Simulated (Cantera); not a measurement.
Cantera run:

```python
import numpy as np
import cantera as ct

gas_names = """
    H HO2 H2 H2O H2O2 Li LiH LiO LiOH Li2 Li2O Li2O2 Li2O2H2 O OH O2 O3
""".split()
cond_names = """
    H2O(s) H2O(L) Li(cr) Li(L) LiH(s) LiH(L) LiOH(s) LiOH(L) Li2O(s) Li2O(L)
""".split()


# ... load() reads the species with a 1 bar reference pressure and builds the phases ...
atoms = {
    'LiOH': {'Li': 1, 'O': 1, 'H': 1},
    'H2': {'H': 2},
}
top_T = {}  # K; cautious upper limits of use, not melting points


# ... equilibrate(T, P, feed) seeds the gas with the atoms and calls Mixture.equilibrate('TP', solver="vcs", rtol=1e-11, max_steps=5000) ...
results = []
T = 1623.15  # K
P = 120  # Pa
for m in [0.21, 0.34, 0.56, 0.94, 1.6, 2.6, 4.3, 7]:
    feed = {'LiOH': 1, 'H2': m}  # mol
    mix = equilibrate(T, P, feed)
    results.append((T, P, feed, dict(zip(mix.species_names, mix.species_moles))))

top = {s: max(r[3][s] / sum(r[3][g] for g in gas_names) for r in results) for s in gas_names}
cols = sorted((s for s in top if top[s] > 0.0001), key=lambda s: -top[s])[:8]
seen = [c for c in cond_names if any(r[3].get(c, 0) > 1e-12 for r in results)]
print("log10 of partial pressures in bar; condensed amounts in mol")
print(f"{'n(H2)':>10s}" + "".join(f"{s[:9]:>10s}" for s in cols + seen))
for T, P, feed, n in results:
    ng = sum(n[g] for g in gas_names)
    print(f"{feed['H2']:10.4g}" + "".join(f"{np.log10(max(n[s] / ng * P / 1e5, 1e-99)):10.3f}" for s in cols)
          + "".join(f"{n.get(c, 0):10.4g}" for c in seen))
```

It prints:

```
log10 of partial pressures in bar; condensed amounts in mol
     n(H2)        H2      LiOH       H2O        Li      Li2O         H       LiH   Li2O2H2
      0.21    -3.913    -3.117    -3.805    -3.836    -4.961    -6.116    -7.053    -6.787
      0.34    -3.687    -3.178    -3.783    -3.805    -5.103    -6.003    -6.909    -6.908
      0.56    -3.494    -3.263    -3.781    -3.795    -5.275    -5.907    -6.803    -7.077
      0.94    -3.332    -3.380    -3.802    -3.811    -5.489    -5.826    -6.738    -7.312
       1.6    -3.205    -3.536    -3.849    -3.855    -5.753    -5.762    -6.719    -7.624
       2.6    -3.118    -3.712    -3.917    -3.921    -6.037    -5.719    -6.741    -7.975
       4.3    -3.054    -3.926    -4.009    -4.011    -6.375    -5.687    -6.799    -8.404
         7    -3.010    -4.164    -4.117    -4.119    -6.742    -5.665    -6.885    -8.880
```

Method: chemical equilibrium by Gibbs-energy minimisation in Cantera with the NASA 1993 tables (ideal gas, pure condensed phases).
